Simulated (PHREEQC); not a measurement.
# Copper plating or etch bath (model solution)

A solution holds 160 mmol/kgw Cu(NO3)2, 19 mmol/kgw HCl and 67 mmol/kgw H3BO3, at 20 °C. Closed to the air; pH follows from the charge balance.

Computed with PHREEQC (ion-association model, phreeqc.dat).

No solid was allowed to form.

Question: What pH, specific conductance does the model give?

Answer: pH 1.84; specific conductance 27400 µS/cm.

Question: In which forms is Cl present?

Answer: Cl- 92 %, CuCl+ 7.7 % of the Cl.
